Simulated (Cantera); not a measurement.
Source: NASA polynomial tables (part measured, part estimated), evaluated in Cantera. Values are per mole of reaction as written; species without (g) are pure solids or liquids, kept so even where they would boil at 1 bar. TaC: taken at fixed stoichiometry.

2 TaC + 3 O2(g) → 2 TaO2(g) + 2 CO(g)

```tsv
T (K)	ΔH° (kJ)	ΔS° (J/K)	ΔG° (kJ)	log10 K
2000	___	___	___	___
2075	-390.5	202.4	-810.5	20.40
2150	___	___	___	___
2225	-397.4	199.2	-840.6	19.73
2300	___	___	___	___
2375	-404.8	196.0	-870.2	19.14
2450	-408.6	194.4	-884.9	18.87
2525	-412.5	192.8	-899.4	18.61
```

Q: Complete the blanks.

A: 
- 2000, ΔH° (kJ): -387.2
- 2000, ΔS° (J/K): 204.0
- 2000, ΔG° (kJ): -795.3
- 2000, log10 K: 20.77
- 2150, ΔH° (kJ): -393.9
- 2150, ΔS° (J/K): 200.8
- 2150, ΔG° (kJ): -825.6
- 2150, log10 K: 20.06
- 2300, ΔH° (kJ): -401.1
- 2300, ΔS° (J/K): 197.6
- 2300, ΔG° (kJ): -855.5
- 2300, log10 K: 19.43
